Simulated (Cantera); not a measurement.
Feed: 1 mol SiH4, 0.031 mol CH4, 18 mol H2, 0.033 mol C2H2, held at 2225 K and 0.320 bar.

These are equilibrium values from Cantera (NASA tables, ideal gas, pure condensed phases), not measurements of a reactor. Candidate condensed phases: C, C6H6, C7H8, C8H18, Si, SiC; 87 gas species. Mutual solubility and eutectic melting of coexisting phases are not modelled. Gases not in the tables: Si2H6 and higher silanes. Kinetics and transport are ignored.

Base state: H2 0.986, H 0.0114, Si 0.00146, SiH 0.000347, SiH2 0.000330, Si2C 9.35e-5, C2H2 (acetylene) 3.87e-5, Si2 2.46e-5 (mole fractions); condensed: Si(l) + SiC(s).

### Question
What changes in the equilibrium state with this change: temperature from 2225 K to 2073 K?

### Answer
```
species            before     after
----------------  -------  --------
H2                  0.986     0.995
H                  0.0114   0.00464
Si                0.00146  0.000311
Si2C              9.35e-5   1.15e-5
Si2               2.46e-5   3.82e-6
C2H2 (acetylene)  3.87e-5   6.17e-6
Si(l), mol          0.858     0.891
SiC(s), mol        0.0932    0.0963
```

### Question
What changes in the equilibrium state with this change: SiH4 replaced by (CH3)2SiCl2?

### Answer
```
species             before     after
----------------  --------  --------
H2                   0.986     0.898
HCl                      0    0.0855
H                   0.0114    0.0109
C2H2 (acetylene)   3.87e-5   0.00263
SiCl2                    0   0.00178
Cl                       0  0.000750
SiCl                     0   9.69e-5
SiCl3                    0   1.03e-5
Si2                2.46e-5   3.30e-7
SiH2              0.000330   3.48e-5
Si(l), mol           0.858         0
SiC(s), mol         0.0932     0.952
C(graphite), mol         0      1.02
```
The feed counts by its element totals alone. The tables' values for SiCl, SiCl3 are old estimates; treat these amounts as uncertain.
